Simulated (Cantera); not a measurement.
Standard-state values (1 bar) from the NASA 1993 polynomials, evaluated with Cantera. Values are per mole of reaction as written; species without (g) are pure solids or liquids, kept so even where they would boil at 1 bar.

2 Si + C = Si2C(g)

| T (K) | ΔH° (kJ) | ΔS° (J/K) | ΔG° (kJ) | log10 K | condensed phases |
|---|---|---|---|---|---|
| 300 | … | … | … | … | Si(s), C(graphite) |
| 723 | 531.9 | 192.2 | 393.0 | -28.39 | Si(s), C(graphite) |
| 823 | … | … | … | … | Si(s), C(graphite) |
| 923 | 529.1 | 188.7 | 354.9 | -20.09 | Si(s), C(graphite) |
| 1023 | 527.5 | 187.1 | 336.1 | -17.16 | Si(s), C(graphite) |
| 1123 | … | … | … | … | Si(s), C(graphite) |
| 1223 | 524.0 | 184.0 | 299.0 | -12.77 | Si(s), C(graphite) |
| 1323 | 522.2 | 182.5 | 280.7 | -11.08 | Si(s), C(graphite) |
| 1423 | 520.2 | 181.1 | 262.5 | -9.64 | Si(s), C(graphite) |
| 1523 | 518.2 | 179.7 | 244.5 | -8.38 | Si(s), C(graphite) |
| 1623 | … | … | … | … | Si(s), C(graphite) |
| 1723 | 413.7 | 117.8 | 210.8 | -6.39 | Si(l), C(graphite) |

Question: Some entries are withheld; supply them.

Answer: 
- 300, ΔH° (kJ): 535.6
- 300, ΔS° (J/K): 198.9
- 300, ΔG° (kJ): 475.9
- 300, log10 K: -82.86
- 823, ΔH° (kJ): 530.6
- 823, ΔS° (J/K): 190.4
- 823, ΔG° (kJ): 373.9
- 823, log10 K: -23.73
- 1123, ΔH° (kJ): 525.8
- 1123, ΔS° (J/K): 185.5
- 1123, ΔG° (kJ): 317.5
- 1123, log10 K: -14.77
- 1623, ΔH° (kJ): 516.1
- 1623, ΔS° (J/K): 178.4
- 1623, ΔG° (kJ): 226.6
- 1623, log10 K: -7.29
